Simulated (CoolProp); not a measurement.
R1336mzz(E) along the isotherm 288.4 K: Z from the reference equation and from simpler models built on Tc = 403.5 K, pc = 27.79 bar, ω = 0.413; each cubic takes its own stable root.

Values from CoolProp's reference Helmholtz-energy equation of state, Akasaka 2023.

```
p (bar)   phase  reference
-------  ------  ---------
4.38     liquid    0.02210
8.77     liquid    0.04420
13.2     liquid    0.06645
17.5     liquid    0.08800
21.9     liquid     0.1100
26.3     liquid     0.1319
30.7     liquid     0.1538
35.1     liquid     0.1757
39.5     liquid     0.1975
43.8     liquid     0.2188
48.2     liquid     0.2405
52.6     liquid     0.2622
57       liquid     0.2838
```

How far does each simpler model (van der Waals, Redlich-Kwong, Soave-Redlich-Kwong, Peng-Robinson) lie from the reference over these 13 states: mean and median of the absolute difference, and the worst?


- van der Waals: mean 366.7 %, median 71.9 %, worst +3905.0 % at 288.4 K and 4.38 bar
- Redlich-Kwong: mean 20.5 %, median 20.4 %, worst +22.4 % at 288.4 K and 4.38 bar
- Soave-Redlich-Kwong: mean 13.7 %, median 13.7 %, worst +14.4 % at 288.4 K and 4.38 bar
- Peng-Robinson: mean 0.6 %, median 0.7 %, worst +1.1 % at 288.4 K and 4.38 bar

At some of these states van der Waals gives the other phase, because its saturation line lies elsewhere.
